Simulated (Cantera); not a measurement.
Charge: 1 mol C2H2, 0.16 mol NH3, equilibrated at 848 K and 24.0 mbar.

Cantera equilibrium calculation (NASA polynomials, part measured and part estimated; ideal gas, pure solids and liquids). Candidate condensed phases: C, C6H6, C7H8, C8H18; 92 gas species. Rates play no part.

Base state: H2 0.925, N2 0.0614, CH4 0.0132, NH3 1.00e-5 (mole fractions); condensed: C(graphite).

### Question
What changes in the equilibrium state with this change: temperature from 848 K to 1275 K?

### Answer
```json
[
 {"species": "H2", "before": "0.925", "after": "0.939"},
 {"species": "N2", "before": "0.0614", "after": "0.0606"},
 {"species": "CH4", "before": "0.0132", "after": "0.000196"},
 {"species": "HCN", "before": "6.97e-8", "after": "3.88e-5"},
 {"species": "NH3", "before": "1.00e-5", "after": "7.39e-7"},
 {"species": "C(graphite), mol", "before": "1.98", "after": "2.00"}
]
```
